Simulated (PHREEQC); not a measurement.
## Spent oxide etchant: an equilibrium model

Make-up at 25 °C: 0.0056 mol NH4HF2, 6.4e-05 mol (NH4)2SiF6, 0.0001 mol H3PO4 and 0.00084 mol H2SO4 per kg of water. Closed to the air; pH follows from the charge balance.

Model: ion-association model, wateq4f.dat, run in PHREEQC.

No solid was allowed to form.

Task: What pH, ionic strength does the model give?

Result: pH 3.04; ionic strength 0.00751 mol/kgw.

Task: In which forms is F present?

Result: HF 52 %, F- 41 %, SiF6-2 3.3 %, HF2- 1.9 %, H2F2 1.6 % of the F.

H3PO4, which wateq4f.dat lacks, is added to it with the constant of phreeqc.dat. SiF6-2 is the database's only silicon fluoride.
